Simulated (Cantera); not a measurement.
Feed: 1 mol CaO, 1.6 mol Cl2, 4.1 mol N2, 48 mol HCl, held at 900 °C and 28.5 Torr.

Method: chemical equilibrium by Gibbs-energy minimisation in Cantera with the NASA 1993 tables (ideal gas, pure condensed phases). Condensed phases not in the tables: oxide chlorides. The numbers say what is thermodynamically allowed, not how fast it happens.

```csv
species,before,after
HCl,0.874,0.820
N2,0.0776,0.114
Cl2,0.0273,0.0372
H2O,0.0175,0.0222
CaCl2,9.75e-5,9.75e-5
O2,0.000734,0.00284
Cl,0.00301,0.00351
"CaCl2(l), mol",0.995,0.997
```
Gas species are given as mole fractions.

Problem. Which change was made?
A) HCl from 48 to 31 mol
B) temperature from 900 °C to 927 °C
C) temperature from 900 °C to 1427 °C
D) pressure from 28.5 Torr to 0.975 Torr

Solution. A, HCl from 48 to 31 mol
